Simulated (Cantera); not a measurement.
A freely propagating, adiabatic, planar premixed flame of CH₄ : O₂ : N₂ : H₂O = 1 : 1.54 : 5.78 : 0.022 (molar parts), equivalence ratio 1.3, unburnt at 650 K and 345 Torr; mixture-averaged transport, grid criteria slope 0.08 and curve 0.16, no radiation.

Detailed kinetics in Cantera: GRI-Mech 3.0 (53 species, 325 reactions). Burning velocities carry a grid error of a few per cent, more on coarse grids.

x: mole fraction of selected species; z is measured from the peak of heat release.

```tsv
z (mm)	T (K)	u (m/s)	x CH₄	x O₂	x HCN	x NO	x CH₂O	x OH
-2.06	650	1.45	0.120	0.184	<1e-8	<1e-8	2.01e-7	<1e-8
-1.37	653	1.46	0.119	0.183	<1e-8	1.03e-8	3.29e-6	<1e-8
-1.03	663	1.49	0.117	0.182	…	5.27e-8	1.80e-5	8.61e-8
-0.686	738	1.68	0.110	0.175	…	5.10e-7	0.000155	2.52e-6
-0.343	1150	2.68	0.0763	0.139	…	4.47e-6	0.000907	5.68e-5
-0.172	1540	3.65	0.0412	0.0950	…	1.04e-5	0.00122	0.000424
0	1888	4.53	0.0113	0.0478	…	2.16e-5	0.000724	0.00194
0.172	2057	4.95	0.00145	0.0195	…	3.86e-5	0.000200	0.00451
0.343	2103	5.06	0.000117	0.00835	…	5.49e-5	2.70e-5	0.00624
0.686	2124	5.09	6.83e-7	0.00337	…	7.16e-5	2.27e-7	0.00692
1.37	2141	5.11	<1e-8	0.00245	…	8.03e-5	<1e-8	0.00668
2.75	2163	5.16	<1e-8	0.00201	…	8.55e-5	<1e-8	0.00621
5.49	2194	5.22	<1e-8	0.00148	<1e-8	9.25e-5	<1e-8	0.00544
```

### Question
Some entries are withheld; supply them.

### Answer

- -1.03, x HCN: 2.36e-8
- -0.686, x HCN: 3.04e-7
- -0.343, x HCN: 3.54e-6
- -0.172, x HCN: 9.29e-6
- 0, x HCN: 1.98e-5
- 0.172, x HCN: 2.55e-5
- 0.343, x HCN: 1.91e-5
- 0.686, x HCN: 6.80e-6
- 1.37, x HCN: 9.73e-7
- 2.75, x HCN: 4.54e-8
